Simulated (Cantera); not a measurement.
Input: 1 mol Pb, 0.23 mol CO, 0.17 mol N₂, equilibrated at 10000 Pa.

These are equilibrium values from Cantera (NASA tables, ideal gas, pure condensed phases), not measurements of a reactor. Candidate condensed phases: C, Pb, PbO, PbO₂, Pb₃O₄; 27 gas species. The numbers say what is thermodynamically allowed, not how fast it happens.

Problem. At 1623 K, list the 4 most abundant gas species with their mole fractions, and the condensed phases.

Solution. Pb 0.714, CO 0.164, N₂ 0.122, Pb₂ 0.000597. Condensed: gas only.
